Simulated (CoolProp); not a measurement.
Vapour-liquid equilibrium of propane (1) + benzene (2) at 37.75 °C; x and y are mole fractions of (1).

Computed with CoolProp (multi-fluid Helmholtz-energy mixture model, Lemmon 2009 and Thol 2012; pair parameters Bell 2016).

```
x      bubble pressure (MPa)  y at the bubble point  dew pressure at overall composition x (MPa)  liquid density (mol/L)
-----  ---------------------  ---------------------  -------------------------------------------  ----------------------
0.05                  0.1366                    ___                                      0.02339                   11.05
0.125                 0.2798                  0.922                                      0.02540                   11.11
0.2                   0.3975                  0.946                                      0.02779                   11.16
0.275                 0.4968                  0.958                                      0.03067                   11.21
0.35                  0.5835                    ___                                      0.03421                   11.25
0.425                 0.6620                  0.971                                      0.03867                   11.28
0.5                   0.7355                  0.975                                      0.04446                   11.29
0.575                    ___                  0.979                                      0.05230                   11.29
0.65                     ___                  0.982                                      0.06348                   11.28
0.725                 0.9536                  0.985                                      0.08073                   11.23
0.8                    1.033                    ___                                       0.1108                   11.16
0.875                  1.122                  0.992                                       0.1765                   11.04
0.95                     ___                  0.997                                       0.4248                   10.86
```

Some entries are withheld; supply them.


- 0.05, y at the bubble point: 0.838
- 0.35, y at the bubble point: 0.965
- 0.575, bubble pressure (MPa): 0.8070
- 0.65, bubble pressure (MPa): 0.8789
- 0.8, y at the bubble point: 0.989
- 0.95, bubble pressure (MPa): 1.222

No azeotrope shows between x = 0.05 and 0.95.

The pair parameters rest on a limited set of measurements; away from them the model extrapolates. The gap from Raoult's law changes sign with composition, which may be real or a fault of the pair parameters; it wasn't checked against measurements. With so large a gap from Raoult's law the liquid may split in two, which this calculation doesn't test in full.
